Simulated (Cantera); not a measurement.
A closed system holds: 1 mol Si3N4, 0.032 mol H2O, 4.3 mol H2, held at 101000 Pa.

Method: chemical equilibrium by Gibbs-energy minimisation in Cantera with the NASA 1993 tables (ideal gas, pure condensed phases). Candidate condensed phases: H2O, Si, SiO2, Si2N2O, Si3N4; 35 gas species. Mutual solubility and eutectic melting of coexisting phases are not modelled. Gases not in the tables: Si2H6 and higher silanes. Rates play no part.

Which condensed phases are stable at each of these points (T (K)): 1898, 1923, 1948, 1973, 1998, 2023, 2048, 2073, 2098, 2123, 2148, 2173, 2198?


| T (K) | condensed phases | Si condensed (%) |
|---|---|---|
| 1898 | Si(l) + Si2N2O(s) + Si3N4(s) | 99.8 |
| 1923 | Si(l) + Si2N2O(s) + Si3N4(s) | 99.7 |
| 1948 | Si(l) + Si2N2O(s) + Si3N4(s) | 99.5 |
| 1973 | Si(l) + Si2N2O(s) + Si3N4(s) | 99.3 |
| 1998 | Si(l) + Si2N2O(s) + Si3N4(s) | 99.0 |
| 2023 | Si(l) + Si3N4(s) | 98.9 |
| 2048 | Si(l) + Si3N4(s) | 98.9 |
| 2073 | Si(l) | 98.9 |
| 2098 | Si(l) | 98.9 |
| 2123 | Si(l) | 98.8 |
| 2148 | Si(l) | 98.8 |
| 2173 | Si(l) | 98.8 |
| 2198 | Si(l) | 98.8 |

From 1898 K to 1998 K the condensed part is Si(l) + Si2N2O(s) + Si3N4(s). From 2023 K to 2048 K the condensed part is Si(l) + Si3N4(s). From 2073 K to 2198 K the condensed part is Si(l).
